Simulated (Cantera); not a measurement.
An isothermal, constant-pressure homogeneous reactor starts with 18.9 % NO, 81.1 % N2, at 2075 K and 13300 Pa.

Computed with Cantera and GRI-Mech 3.0 (53 species, 325 reactions).

One state of this run: x NO = 0.00659; x O2 = 0.0905; x N2O = 1.44e-7; x O = 0.000966; x N2 = 0.902. x: mole fraction; the columns are a selection and need not sum to one.

### Question
Which value of t (s) does it belong to?
(A) 0.000796
(B) 0.000200
(C) 50.0
(D) 0.199

### Answer
C, 50.0
